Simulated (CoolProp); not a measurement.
200 sccm (0 °C, 1 atm) of nitrogen bubbles through liquid octamethyltrisiloxane (MDM) at 317.8 K and leaves saturated at a total pressure of 0.0219 MPa (ideal gas phase). Each further row changes one setting.

Computed with CoolProp (reference Helmholtz-energy equation of state, Thol 2017).

```json
[
 {"case": "as stated", "vapour pressure (kPa)": "1.63", "mole fraction of vapour": "___", "delivery (mg/min)": "170", "delivery (sccm)": "16.1", "change of delivery for a bath 1 K warmer (%)": "6.2"},
 {"case": "bath temperature 322.8 K", "vapour pressure (kPa)": "2.15", "mole fraction of vapour": "___", "delivery (mg/min)": "___", "delivery (sccm)": "21.7", "change of delivery for a bath 1 K warmer (%)": "6.1"},
 {"case": "total pressure 0.0438 MPa", "vapour pressure (kPa)": "1.63", "mole fraction of vapour": "0.0373", "delivery (mg/min)": "81.8", "delivery (sccm)": "7.75", "change of delivery for a bath 1 K warmer (%)": "5.9"}
]
```

### Question
Some entries are withheld; supply them.

### Answer

- as stated, mole fraction of vapour: 0.0746
- bath temperature 322.8 K, mole fraction of vapour: 0.0980
- bath temperature 322.8 K, delivery (mg/min): 229
